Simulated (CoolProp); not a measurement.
A closed Brayton cycle with dry air: compressor inlet 317.15 K and 0.99 MPa, high pressure 1.81 MPa, turbine inlet 895 K, compressor efficiency 0.8, turbine efficiency 0.9, recuperator effectiveness 0 (on enthalpy, no pinch check). Each further row changes one setting.

Model: reference Helmholtz-energy equation of state, Lemmon 2000, in CoolProp. It is a pseudo-pure fit of the blend.

```tsv
case	thermal efficiency (%)	net work (kJ/kg)	compressor to turbine work	compressor exit (K)	turbine exit (K)
as stated	(withheld)	54.8	0.58	391.6	778.2
turbine inlet 845 K	9.8	(withheld)	(withheld)	391.6	733.7
compressor inlet 327.15 K	10.0	52.4	(withheld)	403.9	778.2
high pressure 1.54 MPa	7.8	43.4	0.55	370.5	(withheld)
recuperator effectiveness 0.5	(withheld)	54.8	0.58	391.6	778.2
```

Q: What belongs in the gaps?

A: 
- as stated, thermal efficiency (%): 10.2
- turbine inlet 845 K, net work (kJ/kg): 47.5
- turbine inlet 845 K, compressor to turbine work: 0.61
- compressor inlet 327.15 K, compressor to turbine work: 0.60
- high pressure 1.54 MPa, turbine exit (K): 808.0
- recuperator effectiveness 0.5, thermal efficiency (%): 16.4
